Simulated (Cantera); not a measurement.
A closed system holds: 1 mol Si₃H₈, 0.12 mol Cl₂, 4.2 mol N₂, at 27.0 mbar.

These are equilibrium values from Cantera (NASA tables, ideal gas, pure condensed phases), not measurements of a reactor. Candidate condensed phases: NH₄Cl, Si, Si₃N₄; 28 gas species. The feed counts by its element totals alone. N₂ is the only nitrogen source here; it is nearly inert below about 1500 K, so the nitride shown seldom forms there in practice. Kinetics and transport are ignored.

Over these rows the condensed part is Si₃N₄(s). Partial pressures as log10 of bar:

```tsv
T (K)	1000/T (1/K)	log p SiCl₂	log p H₂	log p N₂	log p HCl
1400	0.7143	-5.87	-1.78	-2.03	-2.99
1450	0.6897	-5.54	-1.78	-2.03	-2.99
1500	0.6667	-5.23	-1.78	-2.03	-2.99
1550	0.6452	-4.95	-1.78	-2.03	-3.00
1600	0.6250	-4.70	-1.78	-2.03	-3.01
1650	0.6061	?	-1.78	-2.03	-3.02
```

Fit log p(SiCl₂) = a + b·(1000/T) to the five rows, give the apparent enthalpy, and predict the row at 1650 K.

Means: 1000/T = 0.6682, log p = -5.258. Sxy = -0.065508, Sxx = 0.0049849, so b = -13.14 and a = -5.258 − (-13.14)×0.6682 = 3.52.
Apparent enthalpy: −19.145 × (-13.14) = 252 kJ/mol. With the condensed phases at unit activity, 1/3 Si₃N₄(s) + 2 HCl(g) = SiCl₂(g) + H₂(g) + 2/3 N₂(g) links this pressure to the main gases: over the six rows their terms move log p by -0.06 in all, so the slope is close to that reaction's ΔH°. The five rows lie within 0.01 of the line.
Prediction at 1650 K: 3.52 + (-13.14)×0.6061 = -4.44. The computed value is -4.47, 0.03 from the line.
